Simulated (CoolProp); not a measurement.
A Linde-Hampson liquefier for nitrogen: isothermal reversible compression at 290 K from 1 atm to 40 MPa, throttling to 1 atm, return gas leaving the recuperator 10 K below the feed. Each further row changes one setting.

Values from CoolProp's reference Helmholtz-energy equation of state, Span 2000.

| case | liquid yield per pass | compression work (kJ/kg of gas) |
|---|---|---|
| as stated | 0.080 | 522 |
| high pressure 80 MPa | 0.040 | 610 |
| warm-end temperature 320 K | 0.053 | 580 |
| warm-end gap 15 K | 0.068 | 522 |
